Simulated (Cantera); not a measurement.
A freely propagating, adiabatic, planar premixed flame of 48.6 % H₂, 13.5 % O₂, 37.9 % N₂, equivalence ratio 1.8, unburnt at 625 K and 100.0 Torr; mixture-averaged transport, grid criteria slope 0.08 and curve 0.16, no radiation.

Computed with Cantera and the H2/O2 subset of GRI-Mech 3.0, which has no nitrogen chemistry. Burning velocities carry a grid error of a few per cent, more on coarse grids.

**Question.** Predict: laminar burning velocity; thermal thickness; peak x(H); peak x(OH); peak x(H₂O₂).

**Answer.** 
| Quantity | Value |
|---|---|
| laminar burning velocity | 874 cm/s |
| thermal thickness | 5.75 mm |
| peak x(H) | 0.162 |
| peak x(OH) | 0.0117 |
| peak x(H₂O₂) | 4.24e-7 |
